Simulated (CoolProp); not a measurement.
Vapour-liquid equilibrium of hydrogen sulfide (1) + isobutane (2) at -48.65 °C; x and y are mole fractions of (1).

The numbers come from the multi-fluid Helmholtz-energy mixture model, Lemmon 2006 and Bücker 2006; pair parameters Kunz 2012 in CoolProp.

Q: Give the bubble pressure and the first vapour's composition at x = 0.05, 0.2, 0.95. Is there an azeotrope?

A: x = 0.05: 0.03577 MPa, y = 0.514; x = 0.2: 0.08391 MPa, y = 0.819; x = 0.95: 0.1715 MPa, y = 0.982. No azeotrope shows between x = 0.05 and 0.95.

Pair parameters are fitted to limited data, so mixtures are less certain than the pure fluids. With so large a gap from Raoult's law the liquid may split in two, which this calculation doesn't test in full.
